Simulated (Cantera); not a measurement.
Charge: 1 mol Hg, 0.11 mol N₂, equilibrated at 777 °C and 315 Torr.

Equilibrium computed with Cantera from the NASA thermochemical tables; the gas is ideal and each condensed phase is pure. Candidate condensed phases: Hg; 3 gas species. Rates play no part.

What is the equilibrium state?

x(Hg): 0.901
x(N₂): 0.0991
gas amount: 1.110 mol
log10 activity of Hg(l) (absent): -2.35
